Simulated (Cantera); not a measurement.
Feed: 1 mol CF₄, 0.52 mol H₂, at 0.0530 bar.

Cantera equilibrium calculation (NASA polynomials, part measured and part estimated; ideal gas, pure solids and liquids). Candidate condensed phases: C, C₆H₆, C₇H₈, C₈H₁₈; 95 gas species. Gases not in the tables: C₂F₆ and larger saturated fluorocarbons. Equilibrium is a limit: real reactors are often held back by kinetics, nucleation or transport.

Problem. What share of the C ends up in condensed phases as a function of T (°C), at 1952, 1977, 2002, 2027, 2052, 2077, 2102, 2127, 2152, 2177, 2202?

Solution. 
| T (°C) | C condensed (%) | as |
|---|---|---|
| 1952 | 14.4 | C(graphite) |
| 1977 | 12.6 | C(graphite) |
| 2002 | 10.8 | C(graphite) |
| 2027 | 8.9 | C(graphite) |
| 2052 | 6.9 | C(graphite) |
| 2077 | 4.9 | C(graphite) |
| 2102 | 3.0 | C(graphite) |
| 2127 | 1.2 | C(graphite) |
| 2152 | 0.0 | - |
| 2177 | 0.0 | - |
| 2202 | 0.0 | - |
